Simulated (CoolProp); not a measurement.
A simple Rankine cycle with R1336mzz(Z): condensing at 297.15 K, boiler at 0.442 MPa, turbine inlet 499 K, turbine efficiency 0.7, pump efficiency 0.6, no recuperator. Each further row changes one setting.

Model: reference Helmholtz-energy equation of state, McLinden 2020, in CoolProp.

| case | thermal efficiency (%) | net work (kJ/kg) | heat in (kJ/kg) | turbine exit temperature (K) | volume ratio over the turbine |
|---|---|---|---|---|---|
| as stated | ___ | ___ | 369 | 468.8 | 6.05 |
| condensing temperature 289.15 K | 9.3 | ___ | 378 | ___ | 8.31 |
| boiler pressure 0.309 MPa | 6.6 | 24.6 | 370 | 474.9 | ___ |
| turbine efficiency 0.6 | ___ | 25.7 | 369 | ___ | 6.10 |

Task: Complete the blanks.

Result: 
- as stated, thermal efficiency (%): 8.1
- as stated, net work (kJ/kg): 30.0
- condensing temperature 289.15 K, net work (kJ/kg): 35.2
- condensing temperature 289.15 K, turbine exit temperature (K): 463.8
- boiler pressure 0.309 MPa, volume ratio over the turbine: 4.23
- turbine efficiency 0.6, thermal efficiency (%): 7.0
- turbine efficiency 0.6, turbine exit temperature (K): 472.8
